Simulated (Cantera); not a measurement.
# Ammonia decomposition in nitride growth gas

An isothermal, constant-pressure homogeneous reactor starts with NH3 : N2 = 0.34 : 12 (molar parts), at 1973 K and 34000 Pa.

Detailed kinetics in Cantera: the gas-phase N/H chemistry of the illustrative SiF4/NH3 mechanism in the Surface Chemkin manual (1991). Walls and surfaces, which speed up NH3 decomposition in real reactors, are not modelled.

| t (s) | x NH3 | x H | x NH2 | x NH | x H2 |
|---|---|---|---|---|---|
| 2.00e-5 | 0.0276 | 3.55e-7 | 2.59e-6 | 4.78e-10 | 1.12e-6 |
| 0.000100 | 0.0275 | 3.63e-7 | 1.44e-5 | 1.84e-8 | 7.04e-6 |
| 0.000503 | 0.0275 | 4.73e-7 | 7.15e-5 | 4.81e-7 | 4.01e-5 |
| 0.00252 | 0.0271 | 2.41e-6 | 0.000205 | 2.47e-6 | 0.000477 |
| 0.0126 | 0.0249 | 9.30e-6 | 0.000161 | 3.97e-6 | 0.00366 |
| 0.0634 | 0.0166 | 3.20e-5 | 9.36e-5 | 4.49e-6 | 0.0159 |
| 0.318 | 0.00278 | 0.000106 | 2.34e-5 | 2.26e-6 | 0.0361 |
| 1.60 | 7.44e-6 | 0.000447 | 2.40e-7 | 9.38e-8 | 0.0400 |
| 8.00 | 4.77e-7 | 0.000466 | 1.60e-8 | 6.53e-9 | 0.0400 |
x: mole fraction; the columns are a selection and need not sum to one.

Equilibrium at this temperature and pressure: NH3 5.58e-8, H 0.000466, NH2 1.87e-9, NH 7.64e-10, H2 0.0400 (gas phase only).
